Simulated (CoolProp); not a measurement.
Vapour-liquid equilibrium of cyclohexane (1) + o-xylene (2) at 0.837 bar; x and y are mole fractions of (1).

Model: multi-fluid Helmholtz-energy mixture model, Zhou 2014 and Zhou 2012; pair parameters Bell 2016, in CoolProp.

```csv
x,"bubble temperature, mixture model (K)","bubble temperature, Raoult's law (K)","y, mixture model","y, Raoult's law"
0.05,401.2,403.5,0.261,0.218
0.15,387.1,392.0,0.561,0.503
0.25,377.3,382.9,0.712,0.671
0.35,370.3,375.5,0.799,0.777
0.45,365.0,369.3,0.853,0.848
0.55,360.8,364.1,0.892,0.897
0.65,357.3,359.6,0.921,0.932
0.75,354.3,355.7,0.946,0.958
0.85,351.6,352.2,0.968,0.978
0.95,348.9,349.1,0.989,0.994
```

The largest gap from Raoult's law is -5.6 K in bubble temperature, at x = 0.25. No azeotrope shows between x = 0.05 and 0.95.

Pair parameters are fitted to limited data, so mixtures are less certain than the pure fluids.
